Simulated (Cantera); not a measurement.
An isothermal, constant-pressure homogeneous reactor starts with 88.5 % NH3, 11.5 % N2, at 1800 K and 0.0267 bar.

Model: the gas-phase N/H chemistry of the illustrative SiF4/NH3 mechanism in the Surface Chemkin manual (1991), integrated in Cantera. Walls and surfaces, which speed up NH3 decomposition in real reactors, are not modelled.

x: mole fraction; the columns are a selection and need not sum to one.

```
t (s)     x NH3      x H      x NH     x NH2    x N2H4   x N2       x N
--------  -----  -------  --------  --------  --------  -----  --------
1.00e-6   0.885  1.86e-8    <1e-12   2.55e-8    <1e-12  0.115    <1e-12
5.24e-6   0.885  5.28e-8    <1e-12   1.79e-7    <1e-12  0.115    <1e-12
2.75e-5   0.885  6.27e-8  4.72e-12   1.15e-6    <1e-12  0.115    <1e-12
0.000144  0.885  6.27e-8  2.06e-10   6.30e-6  2.47e-12  0.115    <1e-12
0.000756  0.885  6.33e-8         …   3.33e-5  8.09e-11  0.115  2.67e-12
0.00397   0.885  8.84e-8         …  0.000173   2.25e-9  0.115  2.13e-10
0.0208    0.882  7.32e-7         …  0.000592   2.65e-8  0.115   4.28e-9
0.109     0.865  4.41e-6         …  0.000605   2.77e-8  0.119   2.86e-8
0.572     0.780  2.15e-5   4.37e-6  0.000530   2.13e-8  0.136   1.20e-7
3.00      0.484  9.10e-5   4.53e-6  0.000369   1.03e-8  0.197   2.31e-7
```

**Question.** Fill in the missing entries.

**Answer.** 
- 0.000756, x NH: 1.14e-8
- 0.00397, x NH: 3.61e-7
- 0.0208, x NH: 2.56e-6
- 0.109, x NH: 3.31e-6
